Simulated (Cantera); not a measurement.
Charge: 1 mol (CH3)2SiCl2, 0.022 mol C2H4, 26 mol H2, at 2573.15 K.

Equilibrium computed with Cantera from the NASA thermochemical tables; the gas is ideal and each condensed phase is pure. Candidate condensed phases: C, C6H6, C7H8, C8H18, Si, SiC; 109 gas species. The feed counts by its element totals alone. The tables' values for SiCl are old estimates; treat these amounts as uncertain. Gases not in the tables: Si2H6 and higher silanes. The numbers say what is thermodynamically allowed, not how fast it happens.

x: gas mole fraction; n: condensed amount in mol.

```tsv
P (Pa)	x H2	x H	x HCl	x Cl	x Si	x C2H2 (acetylene)	n C(graphite)	n SiC(s)
100	0.316	0.611	0.0185	0.0252	0.0165	0.00461	0.828	0
240	0.449	0.470	0.0279	0.0205	0.0181	0.00655	0.881	0
560	0.567	0.346	0.0367	0.0157	0.0193	0.00827	0.868	0
1300	0.661	0.245	0.0440	0.0115	0.0199	0.00965	0.846	0
3200	0.738	0.165	0.0497	0.00781	0.0195	0.0108	0.831	0
7500	0.790	0.112	0.0530	0.00526	0.0179	0.0115	0.830	0
18000	0.832	0.0739	0.0552	0.00344	0.0127	0.0121	?	0.190
42000	0.866	0.0493	0.0581	0.00233	0.00544	0.0126	?	0.609
100000	0.887	0.0324	0.0599	0.00154	0.00229	0.0129	?	0.792
```

What belongs in the gaps?


- 18000, n C(graphite): 0.732
- 42000, n C(graphite): 0.493
- 100000, n C(graphite): 0.382
